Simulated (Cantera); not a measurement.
# Halide evaporation, hydrolysis and transport: BaF2 + H2 + N2

A closed system holds: 1 mol BaF2, 0.26 mol H2, 75 mol N2, at 1.00 bar.

These are equilibrium values from Cantera (NASA tables, ideal gas, pure condensed phases), not measurements of a reactor. Candidate condensed phases: Ba, BaF2; 24 gas species. The numbers say what is thermodynamically allowed, not how fast it happens.

From 975 K to 1575 K the condensed part is BaF2(s). From 1725 K to 1875 K the condensed part is BaF2(l). From 2025 K to 2175 K nothing is condensed.

```tsv
T (K)	log p N2	log p BaF2	log p H2	log p HF	n BaF2(s)	n BaF2(l)
975	0.00	-11.54	-2.46	-10.63	1.00	0
1125	0.00	-8.79	-2.46	-8.54	1.00	0
1275	0.00	-6.74	-2.46	-6.96	1.000	0
1425	0.00	-5.16	-2.46	-5.74	0.999	0
1575	0.00	-3.92	-2.46	-4.76	0.990	0
1725	0.00	-2.96	-2.47	-3.99	0	0.910
1875	0.00	-2.20	-2.49	-3.37	0	0.485
2025	-0.01	-1.91	-2.54	-3.03	0	0
2175	-0.01	-1.93	-2.58	-2.87	0	0
```
log p: log10 of the partial pressure in bar; n: condensed amount in mol.
